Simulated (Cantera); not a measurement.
A Cantera script and what it prints.

```python
import numpy as np
import cantera as ct

gas_names = """
    B BH BH2 BH3 BN B2 H H2 N NH NH2 NH3 N2 N2H2 N2H4
""".split()
cond_names = """
    B(b) B(L) BN(s)
""".split()


# ... load() reads the species with a 1 bar reference pressure and builds the phases ...
atoms = {
    'B2H6': {'B': 2, 'H': 6},
    'N2': {'N': 2},
}
top_T = {'BN(s)': 3200}  # K; cautious upper limits of use, not melting points


# ... equilibrate(T, P, feed) seeds the gas with the atoms and calls Mixture.equilibrate('TP', solver="vcs", rtol=1e-11, max_steps=5000) ...
results = []
feed = {'B2H6': 1, 'N2': 23}  # mol
T = 2000  # K
for P in [10, 63, 400, 2500, 16000, 100000]:
    mix = equilibrate(T, P, feed)
    results.append((T, P, feed, dict(zip(mix.species_names, mix.species_moles))))

top = {s: max(r[3][s] / sum(r[3][g] for g in gas_names) for r in results) for s in gas_names}
cols = sorted((s for s in top if top[s] > 1e-06), key=lambda s: -top[s])[:8]
seen = [c for c in cond_names if any(r[3].get(c, 0) > 1e-12 for r in results)]
print("log10 of partial pressures in bar; condensed amounts in mol")
print(f"{'P/Pa':>10s}" + "".join(f"{s[:9]:>10s}" for s in cols + seen))
for T, P, feed, n in results:
    ng = sum(n[g] for g in gas_names)
    print(f"{P:10.4g}" + "".join(f"{np.log10(max(n[s] / ng * P / 1e5, 1e-99)):10.3f}" for s in cols)
          + "".join(f"{n.get(c, 0):10.4g}" for c in seen))
```

Result:

```
log10 of partial pressures in bar; condensed amounts in mol
      P/Pa        N2        H2         H         B       BH2        BN        BH      B(b)     BN(s)
        10    -4.064    -5.054    -5.316    -6.875    -8.384    -8.868    -9.042     1.963         0
        63    -3.261    -4.167    -4.872    -7.209    -7.831    -8.800    -8.933         0     1.997
       400    -2.455    -3.337    -4.457    -7.612    -7.404    -8.800    -8.921         0         2
      2500    -1.658    -2.530    -4.054    -8.011    -6.995    -8.800    -8.916         0         2
   1.6e+04    -0.852    -1.720    -3.649    -8.414    -6.588    -8.800    -8.914         0         2
     1e+05    -0.056    -0.922    -3.250    -8.812    -6.188    -8.800    -8.913         0         2
```

These are equilibrium values from Cantera (NASA tables, ideal gas, pure condensed phases), not measurements of a reactor. The feed counts by its element totals alone. The tables' values for BH2 are old estimates; treat these amounts as uncertain.
